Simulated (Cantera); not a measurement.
Cantera with NASA thermochemical tables; ideal gases at 1 bar, condensed phases pure. Values are per mole of reaction as written; species without (g) are pure solids or liquids, kept so even where they would boil at 1 bar. The tables' values for BOCl are old estimates.

### Question
Between 1500 and 2500 K, where is each reaction favourable under standard conditions?
- 3 BOCl(g) + 5 N2O(g) → BCl3(g) + 8 NO(g) + 2 BN

### Answer
- 3 BOCl(g) + 5 N2O(g) → BCl3(g) + 8 NO(g) + 2 BN: ΔG° is 79 kJ at 1500 K and -103 kJ at 2500 K; it changes sign between 1900 and 2000 K. ΔH° is 344 kJ and ΔS° 179 J/K at 2500 K.
